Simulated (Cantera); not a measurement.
What does this Cantera script print?

```python
import numpy as np
import cantera as ct

gas_names = [...]  # 95 gases of nasa_gas.yaml made of C, F, H
cond_names = """
    C(gr) C6H6(L) C7H8(L) C8H18(L),n-octa
""".split()


# ... load() reads the species with a 1 bar reference pressure and builds the phases ...
atoms = {
    'CH3F': {'C': 1, 'H': 3, 'F': 1},
    'F2': {'F': 2},
}
top_T = {'C(gr)': 4500}  # K; cautious upper limits of use, not melting points


# ... equilibrate(T, P, feed) seeds the gas with the atoms and calls Mixture.equilibrate('TP', solver="vcs", rtol=1e-11, max_steps=5000) ...
results = []
feed = {'CH3F': 1, 'F2': 0.11}  # mol
T = 1148.15  # K
P = 100000  # Pa
mix = equilibrate(T, P, feed)
results.append((T, P, feed, dict(zip(mix.species_names, mix.species_moles))))
x = sorted(zip(gas.X, gas.species_names), reverse=True)
print(f"T = {T:g} K  P = {P:g} Pa  gas = {mix.phase_moles(0):.4g} mol")
print("   x: " + "  ".join(f"{s} {v:.3e}" for v, s in x if v > 0.001))
print("   condensed (mol): " + ("  ".join(f"{mix.phase(i).name} {mix.phase_moles(i):.4g}"
      for i in range(1, mix.n_phases) if mix.phase_moles(i) > 1e-12) or "none"))
```

Result:

```
T = 1148.15 K  P = 100000 Pa  gas = 2.101 mol
   x: HF 5.806e-01  H2 4.153e-01  CH4 4.099e-03
   condensed (mol): C(gr) 0.9914
```

These are equilibrium values from Cantera (NASA tables, ideal gas, pure condensed phases), not measurements of a reactor.
